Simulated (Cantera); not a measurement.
Input: 1 mol HMDSO, 8.3 mol O2, 0.75 mol H2, 0.33 mol CO2, at 0.200 bar.

Equilibrium computed with Cantera from the NASA thermochemical tables; the gas is ideal and each condensed phase is pure. Candidate condensed phases: C, C6H6, C7H8, C8H18, H2O, Si, SiC, SiO2; 123 gas species. The feed counts by its element totals alone. The tables hold silica as quartz up to 1696 K and as liquid above; real silica turns to tridymite and cristobalite and melts near 1996 K. Gases not in the tables: Si(OH)4. Kinetics and transport are ignored.

Question: At 1800 K, list the 6 most abundant gas species with their mole fractions, and the condensed phases.

Answer: H2O 0.375, CO 0.276, H2 0.231, CO2 0.118, H 0.000384, OH 4.13e-5. Condensed: SiO2(condensed).
